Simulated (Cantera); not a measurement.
Cantera run, input and output.

```python
import numpy as np
import cantera as ct

surf = ct.Interface("ptcombust.yaml", "Pt_surf")
gas = surf.adjacent["gas"]
gas.TPX = 1200, 101325, {'CH4': 0.006, 'O2': 0.11, 'N2': 0.79, 'H2O': 0.03}
surf.TP = 1200, 101325
reactor = ct.FlowReactor(gas, clone=False)
reactor.area = 0.0001  # m2
reactor.surface_area_to_volume_ratio = 8400  # 1/m
reactor.mass_flow_rate = 3 * reactor.area * gas.density  # inlet velocity 3 m/s
reactor.energy_enabled = False
wall = ct.ReactorSurface(surf, reactor, clone=False)
net = ct.ReactorNet([reactor])
net.rtol, net.atol = 1e-8, 1e-16
show, cover = ['CH4', 'O2', 'H2O', 'CO2', 'CO'], ['PT(S)', 'H(S)', 'O(S)', 'OH(S)', 'CO(S)', 'C(S)']

rows = []
print(f"{'z/m':>9s}{'u/(m/s)':>9s}" + "".join(f"{s:>13s}" for s in show + cover))
for z in [0.00055, 0.0012, 0.0026, 0.0055, 0.012, 0.026, 0.055]:
    net.advance(z)
    rows.append([reactor.speed, *gas[show].X, *surf[cover].coverages])
    print(f"{z:9.4g}{rows[-1][0]:9.3g}" + "".join(f"{x:13.4e}" for x in rows[-1][1:]))
```

Output:

```
      z/m  u/(m/s)          CH4           O2          H2O          CO2           CO        PT(S)         H(S)         O(S)        OH(S)        CO(S)         C(S)
  0.00055        3   3.4106e-03   1.1158e-01   3.7999e-02   2.9610e-03   4.4303e-06   4.1033e-01   4.3169e-06   5.8724e-01   2.4085e-03   3.3054e-06   4.8027e-08
   0.0012        3   1.6035e-03   1.0800e-01   4.1587e-02   4.7511e-03   2.1038e-06   4.1194e-01   4.5449e-06   5.8553e-01   2.5187e-03   1.5744e-06   2.2851e-08
   0.0026        3   3.1191e-04   1.0542e-01   4.4160e-02   6.0349e-03   4.2421e-07   4.1312e-01   4.7057e-06   5.8427e-01   2.5951e-03   3.1082e-07   4.4839e-09
   0.0055        3   1.0579e-05   1.0481e-01   4.4773e-02   6.3420e-03   2.6500e-08   4.1341e-01   4.7439e-06   5.8396e-01   2.6129e-03   1.2227e-08   1.5242e-10
    0.012        3   6.6332e-09   1.0477e-01   4.4809e-02   6.3622e-03   6.4531e-09   4.1343e-01   4.7462e-06   5.8394e-01   2.6140e-03   8.9187e-10   9.5578e-14
    0.026        3   4.8149e-10   1.0476e-01   4.4826e-02   6.3714e-03   2.8447e-09   4.1344e-01   4.7473e-06   5.8393e-01   2.6145e-03   3.9119e-10   6.9386e-15
    0.055        3   1.0162e-10   1.0474e-01   4.4842e-02   6.3820e-03   1.9046e-09   4.1345e-01   4.7483e-06   5.8392e-01   2.6150e-03   2.6175e-10   1.4647e-15
```

Cantera simulation using Deutschmann's 1995 Pt surface mechanism with GRI-Mech 3.0 gas chemistry; the numbers are that mechanism's predictions, not measurements. Catalytic surfaces can have several steady states; this one follows from the mechanism file's or the stated starting coverage. Mass transfer to the wall is taken as infinitely fast.
